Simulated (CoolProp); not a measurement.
The numbers come from the reference Helmholtz-energy equation of state, Schmidt 1985 in CoolProp.

Give the vapour pressure (MPa), liquid density (kg/m³), surface tension (mN/m), liquid viscosity (µPa s) of saturated oxygen at 138.6, 148.1 K.


| T (K) | p (MPa) | liquid density (kg/m³) | surface tension (mN/m) | liquid viscosity (µPa s) |
|---|---|---|---|---|
| 138.6 | 2.62 | 827 | 2.38 | 62.6 |
| 148.1 | 3.91 | 710 | 0.789 | 46.5 |

Viscosity comes from a separate model (Lemmon 2004). Surface tension comes from a separate correlation (Mulero 2012).
